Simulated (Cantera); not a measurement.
An isothermal, constant-pressure homogeneous reactor starts with 1.76 % CH3OH, 0.401 % O2, 97.8 % N2, at 1175 K and 11.0 bar.

Detailed kinetics in Cantera: GRI-Mech 3.0 (53 species, 325 reactions). GRI-Mech 3.0 was tuned for natural gas; its chemistry of methanol as a main component is partial and can be far from experiment.

x: mole fraction; the columns are a selection and need not sum to one.

```csv
t (s),x CH3OH,x O2,x CO,x OH,x N2O,x H2O2
5.00e-6,0.0176,0.00401,1.34e-9,7.27e-11,<1e-12,<1e-12
3.50e-5,0.0176,0.00401,9.87e-9,7.33e-11,<1e-12,1.90e-11
0.000245,0.0176,0.00401,7.01e-8,8.79e-11,6.32e-12,4.08e-9
0.00171,0.0176,0.00400,7.63e-7,9.64e-10,3.10e-10,2.99e-7
0.0120,0.000327,4.78e-7,0.0161,2.63e-10,___,3.34e-10
0.0836,3.93e-6,1.86e-7,0.0168,8.94e-11,___,2.58e-12
0.585,9.65e-10,8.20e-8,0.0168,2.72e-11,___,<1e-12
4.09,1.11e-11,4.62e-9,0.0168,1.89e-11,1.87e-11,<1e-12
28.6,1.01e-11,<1e-12,0.0166,1.49e-11,<1e-12,<1e-12
200,8.84e-12,<1e-12,0.0158,1.02e-11,<1e-12,<1e-12
```

Fill in the missing entries.


- 0.0120, x N2O: 7.48e-9
- 0.0836, x N2O: 6.31e-9
- 0.585, x N2O: 2.85e-9
